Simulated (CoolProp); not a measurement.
Saturation properties of nitrogen.

Model: reference Helmholtz-energy equation of state, Span 2000, in CoolProp.

```csv
T (K),p (bar),liquid density (kg/m³),surface tension (mN/m),vapour viscosity (µPa s),liquid conductivity (mW/(m K))
96.1,5.876,712.1,4.86,7.04,108
99.9,7.729,690.0,4.10,7.42,100
103.7,9.970,666.1,3.38,7.83,92.8
107.5,12.64,640.1,2.68,8.29,85.4
111.3,15.79,611.1,2.02,8.82,77.9
115.1,19.47,577.8,1.40,9.46,70.4
118.8,23.63,538.4,0.845,10.3,63.3
122.6,28.55,483.6,0.344,11.6,56.6
```

It boils at 77.4 K under 1 atm.

Viscosity comes from a separate model (Lemmon 2004). Thermal conductivity comes from a separate model (Lemmon 2004). Surface tension comes from a separate correlation (Mulero 2012).
